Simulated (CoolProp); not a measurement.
50 sccm (0 °C, 1 atm) of nitrogen bubbles through liquid n-nonane at 313.5 K and leaves saturated at a total pressure of 0.04 MPa (ideal gas phase). Each further row changes one setting.

Computed with CoolProp (reference Helmholtz-energy equation of state, Lemmon 2006). It is a short technical equation, of lower accuracy than the large ones.

```csv
case,vapour pressure (kPa),mole fraction of vapour,delivery (mg/min),delivery (sccm),change of delivery for a bath 1 K warmer (%)
as stated,1.44,0.0360,10.7,1.87,5.9
bath temperature 318.5 K,1.89,0.0474,14.2,2.49,5.8
total pressure 0.08 MPa,1.44,0.0180,5.25,0.917,5.8
```
